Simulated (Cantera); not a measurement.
Source: NASA polynomial tables (part measured, part estimated), evaluated in Cantera. Values are per mole of reaction as written; species without (g) are pure solids or liquids, kept so even where they would boil at 1 bar.

NH3(g) + Nb2O5 = 2 NbO2(g) + NO(g) + 3 H(g)

| T (K) | ΔH° (kJ) | ΔS° (J/K) | ΔG° (kJ) | log10 K |
|---|---|---|---|---|
| 2125 | 2120.4 | 669.6 | 697.6 | -17.15 |
| 2150 | 2117.8 | 668.4 | 680.8 | -16.54 |
| 2175 | 2115.3 | 667.2 | 664.1 | -15.95 |
| 2200 | 2112.8 | 666.0 | 647.5 | -15.37 |
| 2225 | 2110.2 | 664.9 | 630.8 | -14.81 |
| 2250 | ___ | ___ | ___ | ___ |
| 2275 | 2105.2 | 662.6 | 597.7 | -13.72 |
| 2300 | 2102.6 | 661.5 | 581.1 | -13.20 |
| 2325 | 2100.1 | 660.4 | 564.6 | -12.68 |
| 2350 | ___ | ___ | ___ | ___ |

### Question
Complete the blanks.

### Answer

- 2250, ΔH° (kJ): 2107.7
- 2250, ΔS° (J/K): 663.8
- 2250, ΔG° (kJ): 614.2
- 2250, log10 K: -14.26
- 2350, ΔH° (kJ): 2097.5
- 2350, ΔS° (J/K): 659.3
- 2350, ΔG° (kJ): 548.1
- 2350, log10 K: -12.18
